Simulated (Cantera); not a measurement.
Cantera with NASA thermochemical tables; ideal gases at 1 bar, condensed phases pure. Values are per mole of reaction as written; species without (g) are pure solids or liquids, kept so even where they would boil at 1 bar.

**Question.** Between 300 and 2425 K, where is each reaction favourable under standard conditions?
- Ta₂O₅ → 2 TaO₂(g) + O(g)

**Answer.** 
- Ta₂O₅ → 2 TaO₂(g) + O(g): ΔG° is 1720 kJ at 300 K and 635 kJ at 2425 K; it stays positive (K < 1). ΔH° is 1646 kJ and ΔS° 417 J/K at 2425 K.
